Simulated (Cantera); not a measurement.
**SiH2Cl2 + C2H2 + H2 (silicon carbide growth)**

Input: 1 mol SiH2Cl2, 0.31 mol C2H2, 2.5 mol H2, equilibrated at 92.0 mbar.

Method: chemical equilibrium by Gibbs-energy minimisation in Cantera with the NASA 1993 tables (ideal gas, pure condensed phases). Candidate condensed phases: C, C6H6, C7H8, C8H18, Si, SiC; 109 gas species. The tables' values for SiCl3, SiCl are old estimates; treat these amounts as uncertain. Gases not in the tables: Si2H6 and higher silanes. The numbers say what is thermodynamically allowed, not how fast it happens.

```tsv
T (°C)	x H2	x HCl	x SiCl4	x SiCl2	x SiCl3	x CH4	x SiHCl3	n SiC(s)
627	0.823	0.0631	0.0973	1.45e-6	5.44e-5	0.0129	0.00360	0.564
727	0.804	0.105	0.0834	2.40e-5	0.000288	0.00215	0.00450	0.611
827	0.796	0.118	0.0762	0.000448	0.00157	0.000144	0.00758	0.619
927	0.782	0.133	0.0645	0.00439	0.00568	1.82e-5	0.0103	0.620
1027	0.752	0.164	0.0441	0.0184	0.0117	6.28e-6	0.00923	0.620
1127	0.715	0.203	0.0220	0.0397	0.0144	4.17e-6	0.00550	0.620
1227	0.688	0.231	0.00810	0.0575	0.0121	3.54e-6	0.00250	0.620
1327	0.675	0.245	0.00254	0.0676	0.00836	3.27e-6	0.00101	0.620
1427	0.669	0.251	0.000803	0.0726	0.00544	3.11e-6	0.000414	0.620
1527	0.666	0.254	0.000274	0.0750	0.00357	3.01e-6	0.000181	0.620
1627	0.664	0.255	0.000103	0.0762	0.00241	2.94e-6	8.46e-5	0.620
1727	0.661	0.255	4.20e-5	0.0764	0.00167	2.88e-6	4.24e-5	0.620
1827	0.656	0.255	1.86e-5	0.0758	0.00119	2.84e-6	2.25e-5	0.619
```
x: gas mole fraction; n: condensed amount in mol.

From 627 °C to 1827 °C the condensed part is SiC(s). The main Si-bearing gas is SiCl4 at 627 °C and SiCl2 at 1827 °C.
